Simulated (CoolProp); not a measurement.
The numbers come from the reference Helmholtz-energy equation of state, Lemmon 2006 in CoolProp. It is a short technical equation, of lower accuracy than the large ones.

**Question.** For isohexane, give the phase and the Z, cp (kJ/(kg K)), cv (kJ/(kg K)), isothermal compressibility (1/MPa) at 382.8 K and 0.684 MPa; 438.8 K and 0.684 MPa.

**Answer.** 
- 382.8 K and 0.684 MPa: liquid; Z 0.0329, cp 2.69, cv 2.08, isothermal compressibility 0.00492
- 438.8 K and 0.684 MPa: gas; Z 0.865, cp 2.44, cv 2.25, isothermal compressibility 1.73
